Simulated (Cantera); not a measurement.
Cantera run, input and output.

```python
import numpy as np
import cantera as ct

gas = ct.Solution("gri30.yaml")
gas.TP = 300, 101325
flame = ct.CounterflowDiffusionFlame(gas, width=0.02)
flame.fuel_inlet.X, flame.fuel_inlet.T = {'CH4': 1, 'N2': 0.21}, 400
flame.oxidizer_inlet.X, flame.oxidizer_inlet.T = {'O2': 0.22, 'N2': 0.78}, 550
flame.set_refine_criteria(ratio=3, slope=0.12, curve=0.24, prune=0.03)
show = ['OH', 'H', 'NO', 'CO', 'C2H2']

rows = []
print(f"{'mdot':>8s}{'a_max':>10s}{'a_mean':>10s}{'Tmax/K':>9s}" + "".join(f"{s:>11s}" for s in show) + "   (peak mole fractions)")
for i, mdot in enumerate([0.25, 0.35, 0.48, 0.66, 0.91, 1.3, 1.7, 2.4]):  # kg/m2/s on the oxidiser side
    flame.oxidizer_inlet.mdot, flame.fuel_inlet.mdot = mdot, 0.87 * mdot
    flame.solve(loglevel=0, auto=(i == 0))
    if flame.T.max() < max(400, 550) + 100:
        print(f"{mdot:8.3g}  no burning solution found from the previous one")
        break
    dT = np.abs(np.gradient(flame.T, flame.grid))
    rows.append([flame.strain_rate("max"), flame.strain_rate("mean"), flame.T.max(),
                 *(flame.X[gas.species_index(s)].max() for s in show), max(dT[0], dT[-1]) / dT.max()])
    print(f"{mdot:8.3g}{rows[-1][0]:10.1f}{rows[-1][1]:10.1f}{rows[-1][2]:9.1f}" + "".join(f"{x:11.3e}" for x in rows[-1][3:-1]))
```

Output:

```
    mdot     a_max    a_mean   Tmax/K         OH          H         NO         CO       C2H2   (peak mole fractions)
    0.25     189.5      39.2   2163.4  9.002e-03  4.435e-03  3.213e-04  5.907e-02  1.388e-02
    0.35     254.8      54.9   2149.0  8.995e-03  4.647e-03  2.978e-04  5.809e-02  1.306e-02
    0.48     338.2      75.3   2135.7  8.956e-03  4.838e-03  2.738e-04  5.734e-02  1.233e-02
    0.66     451.7     103.6   2122.8  8.900e-03  5.030e-03  2.481e-04  5.678e-02  1.168e-02
    0.91     606.5     142.8   2108.5  8.799e-03  5.208e-03  2.189e-04  5.635e-02  1.097e-02
     1.3     843.3     204.0   2089.4  8.576e-03  5.350e-03  1.826e-04  5.597e-02  1.005e-02
     1.7    1081.3     266.7   2071.7  8.319e-03  5.403e-03  1.534e-04  5.584e-02  9.287e-03
     2.4    1491.1     376.6   2044.0  7.845e-03  5.360e-03  1.145e-04  5.581e-02  8.099e-03
```

Computed with Cantera and GRI-Mech 3.0 (53 species, 325 reactions). GRI-Mech 3.0 has no aromatics or soot, which form on the fuel side of real flames. The maximum strain rate includes the flame's own expansion and is several times the mean.
